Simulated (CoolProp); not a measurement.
Saturation properties of oxygen.

The numbers come from the reference Helmholtz-energy equation of state, Schmidt 1985 in CoolProp.

```
T (°C)   p (kPa)  liquid density (kg/m³)  vapour density (kg/m³)  vapour viscosity (µPa s)
-------  -------  ----------------------  ----------------------  ------------------------
-149.95     1225                   952.3                   47.15                      9.73
-147.35     1410                   934.0                     [?]                      9.99
-144.85      [?]                   915.5                   62.39                      10.3
-142.35     1820                   896.2                     [?]                      10.5
-139.75     2064                   874.8                   81.97                      10.9
-137.25     2320                     [?]                   93.64                      11.2
-134.75     2598                   829.4                   107.1                      11.6
-132.25      [?]                   803.7                   122.7                      12.0
-129.65     3239                   774.1                   141.9                       [?]
-127.15     3593                   741.6                   164.5                      13.2
-124.65     3975                   703.1                   193.2                      14.0
-122.05     4405                   651.7                   234.5                      15.4
```

Task: Complete the blanks.

Result: 
- -147.35, vapour density (kg/m³): 54.45
- -144.85, p (kPa): 1605
- -142.35, vapour density (kg/m³): 71.36
- -137.25, liquid density (kg/m³): 852.9
- -132.25, p (kPa): 2899
- -129.65, vapour viscosity (µPa s): 12.5

It boils at -183.0 °C under 1 atm.

Viscosity comes from a separate model (Lemmon 2004).
